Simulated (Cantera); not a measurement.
Cantera run, input and output.

```python
import numpy as np
import cantera as ct

gas = ct.Solution("h2o2.yaml")
gas.TPX = 625, 960000, {'H2': 1, 'O2': 0.909, 'N2': 3.42, 'H2O': 0.19}
flame = ct.FreeFlame(gas, width=0.0082)
flame.set_refine_criteria(ratio=3, slope=0.08, curve=0.16)
flame.transport_model = "mixture-averaged"
flame.solve(loglevel=0, auto=True)
z, T = flame.grid, flame.T
thick = (T[-1] - T[0]) / np.gradient(T, z).max()
show = ['H2', 'O2', 'H2O', 'H', 'H2O2', 'HO2']
print(f"laminar burning velocity  {flame.velocity[0] * 100:.3f} cm/s")
print(f"burnt temperature         {T[-1]:.1f} K")
print(f"thermal thickness         {thick * 1e3:.4f} mm")
print(f"grid points               {len(z)}")
z0 = z[flame.heat_release_rate.argmax()]
print(f"{'z/mm':>9s}{'T/K':>9s}{'u/(m/s)':>9s}" + "".join(f"{s:>11s}" for s in show))
rows = []
for k in (-3, -2, -1.5, -1, -0.5, -0.25, 0, 0.25, 0.5, 1, 2, 4, 8):
    zz = z0 + k * thick
    rows.append([k * thick, np.interp(zz, z, T), np.interp(zz, z, flame.velocity),
                 *(np.interp(zz, z, flame.X[gas.species_index(s)]) for s in show)])
    print(f"{rows[-1][0] * 1e3:9.3f}{rows[-1][1]:9.1f}{rows[-1][2]:9.3f}" + "".join(f"{x:11.3e}" for x in rows[-1][3:]))
```

Result:

```
laminar burning velocity  90.527 cm/s
burnt temperature         1909.1 K
thermal thickness         0.0489 mm
grid points               108
     z/mm      T/K  u/(m/s)         H2         O2        H2O          H       H2O2        HO2
   -0.147    626.4    0.900  1.739e-01  1.661e-01  3.492e-02  5.729e-15  3.913e-07  3.204e-07
   -0.098    633.9    0.898  1.610e-01  1.684e-01  3.650e-02  1.555e-13  3.898e-06  3.194e-06
   -0.073    652.1    0.910  1.458e-01  1.704e-01  3.995e-02  4.751e-12  1.639e-05  1.376e-05
   -0.049    715.1    0.975  1.188e-01  1.715e-01  5.128e-02  4.811e-10  7.261e-05  6.772e-05
   -0.024    980.7    1.300  7.332e-02  1.588e-01  9.436e-02  7.354e-06  3.154e-04  5.031e-04
   -0.012   1269.2    1.670  4.581e-02  1.381e-01  1.375e-01  2.142e-04  2.455e-04  7.325e-04
    0.000   1560.1    2.051  2.199e-02  1.126e-01  1.822e-01  8.487e-04  1.449e-05  4.291e-04
    0.012   1734.8    2.282  8.950e-03  9.606e-02  2.082e-01  9.021e-04  4.409e-06  2.024e-04
    0.024   1818.6    2.392  3.897e-03  8.945e-02  2.191e-01  5.362e-04  2.924e-06  1.026e-04
    0.049   1877.9    2.468  1.130e-03  8.651e-02  2.258e-01  1.376e-04  1.583e-06  3.473e-05
    0.098   1901.5    2.497  2.477e-04  8.617e-02  2.285e-01  1.829e-05  6.939e-07  9.000e-06
    0.196   1907.8    2.505  6.283e-05  8.628e-02  2.292e-01  3.230e-06  3.557e-07  3.465e-06
    0.391   1909.0    2.506  3.739e-05  8.633e-02  2.293e-01  1.749e-06  2.885e-07  2.699e-06
```

Computed with Cantera and the H2/O2 subset of GRI-Mech 3.0, which has no nitrogen chemistry. The hydrogen kinetics of GRI-Mech 3.0 are dated; newer H2 mechanisms differ, most at raised pressure. Burning velocities carry a grid error of a few per cent, more on coarse grids. Lean hydrogen flames are cellular in practice and burn faster than this planar one.
